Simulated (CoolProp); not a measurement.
A single-stage vapour-compression cycle with C2F6 (R116): evaporating at 202.15 K (dew point), condensing at 249.15 K (bubble point), superheat 2 K, subcooling 2 K, compressor efficiency 0.7, no pressure losses. Each further row changes one setting.

Model: reference Helmholtz-energy equation of state, Lemmon 2006, in CoolProp. It is a short technical equation, of lower accuracy than the large ones.

| case | cooling COP | pressure ratio | discharge temperature (K) | refrigerating effect (kJ/kg) | volumetric capacity (kJ/m³) |
|---|---|---|---|---|---|
| as stated | 2.16 | 6.33 | 262.6 | 68.4 | 861 |
| evaporating temperature 207.15 K | 2.57 | 4.98 | 260.7 | 71.0 | 1120 |
| condensing temperature 244.15 K | 2.55 | 5.40 | 257.1 | 74.0 | 932 |
| subcooling 7 K | 2.33 | 6.33 | 262.6 | 74.0 | 932 |
| superheat 12 K | 2.22 | 6.33 | 273.0 | 74.9 | 890 |
| compressor efficiency 0.6 | 1.85 | 6.33 | 269.0 | 68.4 | 861 |
